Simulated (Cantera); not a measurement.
Charge: 1 mol Si, a varied amount of HCl, 1.8 mol H2, held at 1098 K and 0.150 bar.

Cantera equilibrium calculation (NASA polynomials, part measured and part estimated; ideal gas, pure solids and liquids). Candidate condensed phases: Si; 19 gas species. The tables' values for SiCl3 are old estimates; treat these amounts as uncertain. Kinetics and transport are ignored.

x: gas mole fraction; n: condensed amount in mol.

```csv
n(HCl) (mol),x H2,x SiCl4,x HCl,x SiHCl3,x SiCl3,n Si(s)
0.6,0.903,0.0419,0.0316,0.0174,0.00259,0.853
0.83,0.881,0.0565,0.0337,0.0215,0.00324,0.794
1.1,0.860,0.0715,0.0353,0.0254,0.00387,(withheld)
1.6,0.828,0.0946,0.0371,0.0307,0.00477,(withheld)
2.2,0.800,0.116,0.0384,0.0352,0.00556,(withheld)
3.1,0.769,0.140,0.0395,0.0397,0.00640,(withheld)
4.2,0.728,0.169,0.0723,0.0247,0.00409,(withheld)
```

### Question
Fill in the missing entries.

### Answer

- 1.1, n Si(s): 0.724
- 1.6, n Si(s): 0.594
- 2.2, n Si(s): 0.439
- 3.1, n Si(s): 0.207
- 4.2, n Si(s): 0
